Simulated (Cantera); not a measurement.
A closed system holds: 1 mol Fe, 0.011 mol H2O, 3.9 mol H2, at 1.60 mbar.

Cantera equilibrium calculation (NASA polynomials, part measured and part estimated; ideal gas, pure solids and liquids). Candidate condensed phases: Fe, FeO, Fe(OH)2, Fe(OH)3, Fe2O3, Fe3O4, H2O; 12 gas species. Rates play no part.

Which condensed phases are stable at each of these points (T (K)): 1048, 1098, 1148, 1198, 1248, 1298, 1348, 1398, 1448, 1498, 1548, 1598, 1648?


| T (K) | condensed phases | Fe condensed (%) |
|---|---|---|
| 1048 | Fe(α) | 100.0 |
| 1098 | Fe(α) | 100.0 |
| 1148 | Fe(α) | 100.0 |
| 1198 | Fe(γ) | 100.0 |
| 1248 | Fe(γ) | 100.0 |
| 1298 | Fe(γ) | 100.0 |
| 1348 | Fe(γ) | 100.0 |
| 1398 | Fe(γ) | 100.0 |
| 1448 | Fe(γ) | 100.0 |
| 1498 | Fe(γ) | 100.0 |
| 1548 | Fe(γ) | 99.9 |
| 1598 | Fe(γ) | 99.7 |
| 1648 | Fe(γ) | 99.4 |

From 1048 K to 1148 K the condensed part is Fe(α). From 1198 K to 1648 K the condensed part is Fe(γ).
